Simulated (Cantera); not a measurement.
A diamond (100) surface in a fixed gas of H2 with x(CH4) = 0.0022, x(H) = 0.00027, x(CH3) = 0.00049, 64.5 Torr; coverages are run to steady state.

Detailed kinetics in Cantera: the Harris–Goodwin 1993 mechanism for the reconstructed diamond (100) surface.

One state of this run: growth (µm/h) = 1.27; θ c6HH = 0.524; θ c6H* = 0.0391; θ c6*H = 0.418; θ c6** = 0.0110; θ c6HM = 0.00115. θ: site fractions in the mechanism's names (c6HH fully hydrogenated, c6H* and c6*H radical sites, c6** diradical, c6HM methylated).

**Question.** Which value of T (K) does it belong to?
(A) 1300
(B) 1000
(C) 1150
(D) 925

**Answer.** A, 1300
